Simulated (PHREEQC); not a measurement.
Dissolve 0.3 mol/kgw MgSO4, 0.025 mol/kgw NaHCO3 and 0.11 mol/kgw MgCl2 at 25 °C. Closed to the air; pH follows from the charge balance.

All values are PHREEQC results (Pitzer model, pitzer.dat), not measurements.

* **pH**: 7.29
* **ionic strength**: 1.55 mol/kgw
* **activity of water**: 0.988
* **density**: 1.043 g/cm³
* **osmotic coefficient**: 0.678
* **total alkalinity**: 25.0 meq/kg

| species | molality | activity | log γ |
|---|---|---|---|
| Mg+2 | 0.409 | 0.0691 | -0.772 |
| SO4-2 | 0.300 | 0.0151 | -1.297 |
| Cl- | 0.220 | 0.128 | -0.235 |
| Na+ | 0.0250 | 0.0170 | -0.167 |
| HCO3- | 0.0230 | 0.0105 | -0.342 |
| CO2 | 0.000992 | 0.00121 | 0.085 |
| MgCO3 | 0.000542 | 0.000542 | 0.000 |

No solid was allowed to form. Examples of supersaturated solids here: Magnesite (slow to form). Others may be too. In brines, pH and single-ion activities rest on the MacInnes convention.
